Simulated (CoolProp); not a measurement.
Properties of propylene at several states (Tc = 364.2 K, pc = 4555 kPa, ω = 0.146).

The numbers come from the reference Helmholtz-energy equation of state, Lemmon 2013 in CoolProp.

```tsv
T (K)	p (kPa)	phase	speed of sound (m/s)	Joule-Thomson coefficient (K/MPa)	isothermal compressibility (1/MPa)	viscosity (µPa s)	Prandtl number	fugacity coefficient
184.6	15.7	liquid	1451	-0.4944	0.001128	330	4.24	0.6166
104.7	1970	liquid	1933	-0.5269	0.0005102	3270	37.7	8.615e-8
221.5	375	liquid	1214	-0.4175	0.001760	205	3.03	0.2196
261.5	4030	liquid	991.8	-0.2918	0.002876	140	2.47	0.1041
```

Viscosity comes from a separate model (Huber 2003), an estimate that may be off by 10 % or more. Thermal conductivity comes from a separate model (Huber 2003), an estimate that may be off by 10 % or more.
